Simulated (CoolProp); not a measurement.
Vapour-liquid equilibrium of carbon dioxide (1) + sulfur dioxide (2) at -45.65 °C; x and y are mole fractions of (1).

Values from CoolProp's multi-fluid Helmholtz-energy mixture model, Span 1996 and Gao 2016; pair parameters Bell 2016.

| x | bubble pressure, mixture model (MPa) | bubble pressure, Raoult's law (MPa) | y, mixture model | y, Raoult's law |
|---|---|---|---|---|
| 0.05 | 0.06880 | 0.05508 | 0.785 | 0.736 |
| 0.125 | 0.1472 | 0.1148 | 0.905 | 0.883 |
| 0.2 | 0.2219 | 0.1745 | 0.941 | 0.930 |
| 0.275 | 0.2917 | 0.2341 | 0.958 | 0.953 |
| 0.35 | 0.3561 | 0.2938 | 0.968 | 0.966 |
| 0.425 | 0.4151 | 0.3535 | 0.974 | 0.975 |
| 0.5 | 0.4693 | 0.4132 | 0.979 | 0.982 |
| 0.575 | 0.5196 | 0.4729 | 0.983 | 0.986 |
| 0.65 | 0.5674 | 0.5326 | 0.986 | 0.990 |
| 0.725 | 0.6142 | 0.5923 | 0.989 | 0.993 |
| 0.8 | 0.6620 | 0.6520 | 0.992 | 0.995 |
| 0.875 | 0.7129 | 0.7117 | 0.995 | 0.997 |
| 0.95 | 0.7692 | 0.7713 | 0.998 | 0.999 |

The largest gap from Raoult's law is +28.2 % in bubble pressure, at x = 0.125. No azeotrope shows between x = 0.05 and 0.95.

The pair parameters rest on a limited set of measurements; away from them the model extrapolates.
